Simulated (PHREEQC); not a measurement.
Na2SO4 is added in steps, without added water, to 1 kg of water holding 95 mmol/kgw Mg(NO3)2, at 20 °C. O2 is buffered at 0.21 atm. CO2 from the air is kept out. No solid was allowed to form.

Base run: PHREEQC, ion-association model, phreeqc.dat. Each further column changes one thing. The table gives NaSO4- (mol/kgw).

```tsv
Na2SO4 added (mol)	base	database wateq4f.dat	Davies equation for every ion	all activity coefficients set to 1
0	0	0	0	0
0.03625	0.00141	0.00140	0.00156	0.000891
0.05437	0.00323	0.00320	0.00359	0.00247
0.09062	0.00898	0.00890	0.0102	0.0102
0.1087	0.0128	0.0127	0.0147	0.0170
0.145	0.0220	0.0218	0.0259	0.0353
0.1812	0.0330	0.0326	0.0399	0.0577
0.1994	0.0390	0.0386	0.0478	0.0700
0.2356	0.0521	0.0515	0.0655	0.0960
0.2537	0.0590	0.0584	0.0751	0.110
0.29	0.0738	0.0729	0.0959	0.138
```

The ionic strength passes 0.7 mol/kgw, the rough limit of the ion-association models, in part of: base; database wateq4f.dat.  phreeqc.dat and wateq4f.dat share most of their constants, so their agreement is no independent check. Solids allowed in the column 'database wateq4f.dat': Brucite, Mirabilite, Epsomite.
